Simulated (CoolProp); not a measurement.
Vapour-liquid equilibrium of dimethyl carbonate (1) + n-octane (2) at 483.3 K; x and y are mole fractions of (1).

The numbers come from the multi-fluid Helmholtz-energy mixture model, Zhou 2011 and Beckmüller 2019; pair parameters Bell 2016 in CoolProp.

| x | bubble pressure (MPa) | y at the bubble point | dew pressure at overall composition x (MPa) | liquid density (mol/L) |
|---|---|---|---|---|
| 0.05 | 0.7729 | 0.152 | 0.6972 | 4.618 |
| 0.125 | 0.9209 | 0.311 | 0.7517 | 4.755 |
| 0.2 | 1.050 | 0.420 | 0.8134 | 4.905 |
| 0.275 | 1.162 | 0.501 | 0.8838 | 5.069 |
| 0.35 | 1.258 | 0.564 | 0.9645 | 5.253 |
| 0.425 | 1.340 | 0.616 | 1.057 | 5.460 |
| 0.5 | 1.409 | 0.662 | 1.161 | 5.697 |
| 0.575 | 1.469 | 0.705 | 1.275 | 5.970 |
| 0.65 | 1.518 | 0.746 | 1.391 | 6.286 |
| 0.725 | 1.559 | 0.788 | 1.494 | 6.653 |
| 0.8 | 1.590 | 0.833 | 1.568 | 7.079 |
| 0.875 | 1.609 | 0.885 | 1.607 | 7.574 |
| 0.95 | 1.613 | 0.948 | 1.613 | 8.146 |

y crosses x between x = 0.875 and 0.95: the model has an azeotrope there.

Pair parameters are fitted to limited data, so mixtures are less certain than the pure fluids.
